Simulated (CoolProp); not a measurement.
The fluid at 444.88 K and 5.08 MPa flows at 3.4 m/s in a round tube of 6 mm bore and 1.5 µm roughness, fully developed (64/Re and Nu = 3.66 if laminar; Colebrook and Gnielinski if turbulent). The same conditions are run with several fluids, on thermodynamics alone (safety and materials aside).

The numbers come from the reference Helmholtz-energy equation of state of each fluid (ethanol: Schroeder 2014; R141b: Lemmon 2006; n-heptane: Span 2003; n-octane: Beckmüller 2019; methanol: de Reuck 1993) in CoolProp.

### Question
Rank ethanol, R141b, n-heptane, n-octane, methanol by Reynolds number, highest first.

### Answer
R141b (176000), methanol (108000), ethanol (91600), n-heptane (90400), n-octane (76500)

| fluid | Darcy friction factor | pressure drop (Pa/m) | heat-transfer coefficient (W/(m² K)) | mass flow (kg/h) |
|---|---|---|---|---|
| ethanol | 0.0195 | 11800 | 10600 | 216 |
| R141b | 0.0177 | 15200 | 6620 | 308 |
| n-heptane | 0.0196 | 10400 | 6620 | 191 |
| n-octane | 0.0201 | 11200 | 6310 | 200 |
| methanol | 0.0190 | 11400 | 12800 | 215 |

Transport values come from each fluid's own correlations; those of R141b are estimates that may be off by 10 % or more.
